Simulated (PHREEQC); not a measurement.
1 kg of water holding 0.51 mol NaCl, 0.35 mol MgCl2 and 0.011 mol KCl is evaporated at 15 °C; the solids stay in contact with the brine. CO2 from the air is kept out. The run lets Bischofite, Brucite, Carnallite, Halite, Sylvite, MgCl2_4H2O precipitate or redissolve, and no other solid.

Equilibrium calculation in PHREEQC: Pitzer model, pitzer.dat.

```csv
water left (kg),ionic strength,water activity,Halite (mol),Bischofite (mol)
1,1.57,0.964,0,0
0.6755,…,0.944,0,0
0.5552,…,…,0,0
0.375,4.19,0.885,0,0
0.3082,5.10,0.851,0,0
0.2082,7.55,0.746,0,0
0.1407,…,0.672,0.249,0
0.1156,10.4,0.633,0.367,0
0.07809,13.9,0.473,0.487,0
0.06313,16.3,0.360,…,0
0.01437,17.2,0.321,0.509,0.257
```

Task: What belongs in the gaps?

Result: 
- 0.6755, ionic strength: 2.33
- 0.5552, ionic strength: 2.83
- 0.5552, water activity: 0.929
- 0.1407, ionic strength: 9.40
- 0.06313, Halite (mol): 0.503

Complexes and solids missing from the database can't appear.
